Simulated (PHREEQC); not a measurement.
Make-up at 25 °C: 0.00225 mol HF, 0.005 mol (CH3)4NF and 0.000115 mol (NH4)2SiF6 per kg of water. Closed to the air; pH follows from the charge balance.

Computed with PHREEQC (ion-association model, wateq4f.dat).

```yaml
pH: 3.58
ionic_strength: 0.00563 mol/kgw
total_alkalinity: -2.71 meq/kg
```

```csv
species,molality,activity,log γ
F-,0.00525,0.00484,-0.035
(CH3)4N+,0.00500,0.00462,-0.035
HF,0.00191,0.00192,0.001
H+,0.000284,0.000264,-0.031
NH4+,0.000230,0.000212,-0.035
SiF6-2,0.000114,8.34e-5,-0.136
HF2-,3.86e-5,3.55e-5,-0.035
H2F2,9.54e-6,9.55e-6,0.001
H4SiO4,8.84e-7,8.85e-7,0.001
```

This is a speciation only: nothing precipitates in the calculation. (CH3)4N+ isn't in the database: it is added as a free cation with an ion size of 4 Å. SiF6-2 is the database's only silicon fluoride.
